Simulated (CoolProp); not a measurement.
Vapour-liquid equilibrium of ethylene (1) + carbon dioxide (2) at 2000 kPa; x and y are mole fractions of (1).

Values from CoolProp's multi-fluid Helmholtz-energy mixture model, Smukala 2000 and Span 1996; pair parameters Bell 2016.

Question: Give the bubble temperature and the first vapour's composition at x = 0.05, 0.2, 0.95. Is there an azeotrope?

Answer: x = 0.05: 251.7 K, y = 0.091; x = 0.2: 247.7 K, y = 0.288; x = 0.95: 243.9 K, y = 0.944. y crosses x between x = 0.65 and 0.8: the model has an azeotrope there.

The pair parameters rest on a limited set of measurements; away from them the model extrapolates.
